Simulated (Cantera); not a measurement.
Input (Python, Cantera) and output of one run.

```python
import numpy as np
import cantera as ct

gas_names = """
    N NO NO2 NO3 N2 N2O O O2 O3 Pb PbO Pb2
""".split()
cond_names = """
    Pb(cr) Pb(L) PbO(rd) PbO(yw) PbO(L) PbO2(s) Pb3O4(s)
""".split()


# ... load() reads the species with a 1 bar reference pressure and builds the phases ...
atoms = {
    'Pb': {'Pb': 1},
    'O2': {'O': 2},
    'N2': {'N': 2},
}
top_T = {'Pb3O4(s)': 820}  # K; cautious upper limits of use, not melting points


# ... equilibrate(T, P, feed) seeds the gas with the atoms and calls Mixture.equilibrate('TP', solver="vcs", rtol=1e-11, max_steps=5000) ...
results = []
feed = {'Pb': 1, 'O2': 0.49, 'N2': 59}  # mol
P = 5800  # Pa
for T in [1048, 1098, 1148, 1198, 1248, 1298, 1348]:
    mix = equilibrate(T, P, feed)
    results.append((T, P, feed, dict(zip(mix.species_names, mix.species_moles))))
    x = sorted(zip(gas.X, gas.species_names), reverse=True)
    print(f"T = {T:g} K  P = {P:g} Pa  gas = {mix.phase_moles(0):.4g} mol")
    print("   x: " + "  ".join(f"{s} {v:.3e}" for v, s in x if v > 1e-06))
    print("   condensed (mol): " + ("  ".join(f"{mix.phase(i).name} {mix.phase_moles(i):.4g}"
          for i in range(1, mix.n_phases) if mix.phase_moles(i) > 1e-12) or "none"))
```

Result:

```
T = 1048 K  P = 5800 Pa  gas = 59.02 mol
   x: N2 9.996e-01  Pb 3.389e-04  PbO 2.403e-05
   condensed (mol): PbO(yw) 0.9786
T = 1098 K  P = 5800 Pa  gas = 59.03 mol
   x: N2 9.996e-01  Pb 3.389e-04  PbO 1.011e-04
   condensed (mol): PbO(yw) 0.974
T = 1148 K  P = 5800 Pa  gas = 59.04 mol
   x: N2 9.993e-01  PbO 3.735e-04  Pb 3.411e-04  O2 1.020e-06
   condensed (mol): PbO(yw) 0.9578
T = 1198 K  P = 5800 Pa  gas = 59.09 mol
   x: N2 9.985e-01  PbO 1.129e-03  Pb 3.848e-04  O2 2.205e-05  NO 2.222e-06
   condensed (mol): PbO(L) 0.9106
T = 1248 K  P = 5800 Pa  gas = 59.23 mol
   x: N2 9.962e-01  PbO 3.034e-03  Pb 6.520e-04  O2 1.529e-04  NO 8.442e-06
   condensed (mol): PbO(L) 0.7817
T = 1298 K  P = 5800 Pa  gas = 59.56 mol
   x: N2 9.905e-01  PbO 7.516e-03  Pb 1.399e-03  O2 5.205e-04  NO 2.181e-05
   condensed (mol): PbO(L) 0.469
T = 1348 K  P = 5800 Pa  gas = 60.07 mol
   x: N2 9.822e-01  PbO 1.396e-02  Pb 2.689e-03  O2 1.156e-03  NO 4.432e-05
   condensed (mol): none
```

Equilibrium computed with Cantera from the NASA thermochemical tables; the gas is ideal and each condensed phase is pure. Gases not in the tables: (PbO)n polymers.
